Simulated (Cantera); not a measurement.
Input: 1 mol Si3N4, 0.017 mol CO2, 350 mol N2, held at 1198.15 K and 16.0 Pa.

Method: chemical equilibrium by Gibbs-energy minimisation in Cantera with the NASA 1993 tables (ideal gas, pure condensed phases). Candidate condensed phases: C, Si, SiC, SiO2, Si2N2O, Si3N4; 34 gas species. Mutual solubility and eutectic melting of coexisting phases are not modelled. Kinetics and transport are ignored.

### Question
What is the equilibrium state?

### Answer
```
Item                                         Result
--------------------------------------  -----------
x(N2)                                         1.000
x(CO)                                       2.18e-5
n(SiC(s))                               0.00936 mol
n(Si2N2O(s))                             0.0264 mol
n(Si3N4(s))                               0.979 mol
gas amount                                350.0 mol
log10 activity of C(graphite) (absent)        -0.26
log10 activity of Si(s) (absent)              -2.52
```
